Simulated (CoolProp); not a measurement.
Model: reference Helmholtz-energy equation of state, Lemmon 2006, in CoolProp. It is a short technical equation, of lower accuracy than the large ones.

For carbonyl sulfide, give the phase and the cp (kJ/(kg K)), cv (kJ/(kg K)) at 113.75 °C and 101 kPa.


- 113.75 °C and 101 kPa: gas; cp 0.760, cv 0.618
